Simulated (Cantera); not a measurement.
Input: 1 mol CuO, 25 mol H₂, 4.9 mol N₂, equilibrated at 1698 K and 24.0 Pa.

Equilibrium computed with Cantera from the NASA thermochemical tables; the gas is ideal and each condensed phase is pure. Candidate condensed phases: Cu, CuO, Cu(OH)₂, Cu₂O, H₂O; 27 gas species. Rates play no part.

**Question.** What is the equilibrium state?

**Answer.** 
```json
{
 "x(H₂)": "0.769",
 "x(N₂)": "0.158",
 "x(Cu)": "0.0322",
 "x(H₂O)": "0.0322",
 "x(H)": "0.00819",
 "x(OH)": "1.76e-5",
 "x(Cu₂)": "1.93e-6",
 "gas_amount": "31.03 mol",
 "log10 activity of Cu(l) (absent)": "-1.30"
}
```
